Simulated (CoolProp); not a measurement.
Saturation properties of octamethyltrisiloxane (MDM).

Computed with CoolProp (reference Helmholtz-energy equation of state, Thol 2017).

```
T (K)     p (MPa)  enthalpy of vaporisation (kJ/kg)  liquid cp (kJ/(kg K))    vapour Z  surface tension (mN/m)
-----  ----------  --------------------------------  ---------------------  ----------  ----------------------
255.7    1.702e-5                             221.3                  1.698      0.9999                    20.6
264.8    3.940e-5                             217.6                  1.714      0.9998                    19.7
273.9    8.514e-5                             214.0                  1.731      0.9997                    18.9
283     0.0001730                             210.3                  1.750      0.9995              (withheld)
292.1  (withheld)                             206.7                  1.770      0.9991                    17.1
301.1   0.0006042                             203.2                  1.790      0.9985                    16.3
310.2    0.001057                             199.6                  1.811      0.9977                    15.5
319.3    0.001776                             196.0                  1.833      0.9965                    14.7
328.4    0.002875                             192.5                  1.855      0.9948                    13.9
337.5  (withheld)                             188.9                  1.878  (withheld)                    13.1
346.5    0.006808                             185.4                  1.901      0.9899                    12.4
355.6     0.01006                        (withheld)                  1.924      0.9864              (withheld)
364.7     0.01450                             178.2                  1.948      0.9821                    10.9
373.8     0.02043                             174.6                  1.972  (withheld)                    10.2
382.9     0.02819                             170.9                  1.996      0.9707                    9.46
```

**Question.** Some entries are withheld; supply them.

**Answer.** 
- 283, surface tension (mN/m): 18.0
- 292.1, p (MPa): 0.0003325
- 337.5, p (MPa): 0.004501
- 337.5, vapour Z: 0.9927
- 355.6, enthalpy of vaporisation (kJ/kg): 181.8
- 355.6, surface tension (mN/m): 11.6
- 373.8, vapour Z: 0.9769

It boils at 425.6 K under 1 atm.

Surface tension comes from a separate correlation (Mulero 2014), older than this fluid's equation and unchecked against measurements.
